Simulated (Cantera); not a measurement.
A Cantera script and what it prints.

```python
import numpy as np
import cantera as ct

gas_names = [...]  # 113 gases of nasa_gas.yaml made of C, H, O, Pb
cond_names = """
    C(gr) C6H6(L) C7H8(L) C8H18(L),n-octa H2O(s) H2O(L) Pb(cr) Pb(L) PbO(rd) PbO(yw) PbO(L) PbO2(s)
    Pb3O4(s)
""".split()


# ... load() reads the species with a 1 bar reference pressure and builds the phases ...
atoms = {
    'PbO': {'Pb': 1, 'O': 1},
    'CH4': {'C': 1, 'H': 4},
    'CO': {'C': 1, 'O': 1},
}
top_T = {'C(gr)': 4500, 'Pb3O4(s)': 820}  # K; cautious upper limits of use, not melting points


# ... equilibrate(T, P, feed) seeds the gas with the atoms and calls Mixture.equilibrate('TP', solver="vcs", rtol=1e-11, max_steps=5000) ...
results = []
feed = {'PbO': 1, 'CH4': 5.1, 'CO': 0.19}  # mol
T = 2473  # K
P = 470000  # Pa
mix = equilibrate(T, P, feed)
results.append((T, P, feed, dict(zip(mix.species_names, mix.species_moles))))
x = sorted(zip(gas.X, gas.species_names), reverse=True)
print(f"T = {T:g} K  P = {P:g} Pa  gas = {mix.phase_moles(0):.4g} mol")
print("   x: " + "  ".join(f"{s} {v:.3e}" for v, s in x if v > 0.0001))
print("   condensed (mol): " + ("  ".join(f"{mix.phase(i).name} {mix.phase_moles(i):.4g}"
      for i in range(1, mix.n_phases) if mix.phase_moles(i) > 1e-12) or "none"))
```

Output:

```
T = 2473 K  P = 470000 Pa  gas = 12.44 mol
   x: H2 8.064e-01  CO 9.565e-02  Pb 8.025e-02  H 9.236e-03  C2H2,acetylene 7.775e-03  CH4 4.792e-04
   condensed (mol): C(gr) 3.897
```

These are equilibrium values from Cantera (NASA tables, ideal gas, pure condensed phases), not measurements of a reactor.
